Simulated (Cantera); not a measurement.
# Hydrocarbon pyrolysis for carbon deposition

A perfectly stirred reactor is fed with 18.2 % CH4, 81.8 % H2, at 2670 Pa; it is held at 1600 K, and followed from long to short residence time.

Detailed kinetics in Cantera: GRI-Mech 3.0 (53 species, 325 reactions). GRI-Mech 3.0 stops at C3 and has no aromatics, soot or wall deposition, so with more carbon than oxygen in the feed, carbon stays in small species such as C2H2 where larger ones or solid carbon would form. Radical loss at walls, strong at low pressure, is not modelled.

```
τ (s)   x CH4   x H2    x C2H2     x CH3     x C2H
------  -----  -----  --------  --------  --------
1.0     0.109  0.860    0.0300  0.000534   2.44e-8
0.48    0.134  0.845    0.0193  0.000624   1.49e-8
0.24    0.153  0.834    0.0111  0.000681   8.22e-9
0.11    0.168  0.826   0.00493  0.000699   3.42e-9
0.056   0.175  0.822   0.00195  0.000665   1.23e-9
0.027   0.179  0.819  0.000476  0.000558  2.46e-10
0.013   0.181  0.818   5.56e-5  0.000379  1.93e-11
0.0064  0.182  0.818   3.33e-6  0.000210    <1e-12
0.0031  0.182  0.818   1.43e-7  0.000105    <1e-12
0.0015  0.182  0.818   6.30e-9   5.13e-5    <1e-12
```
x: mole fraction; the columns are a selection and need not sum to one.
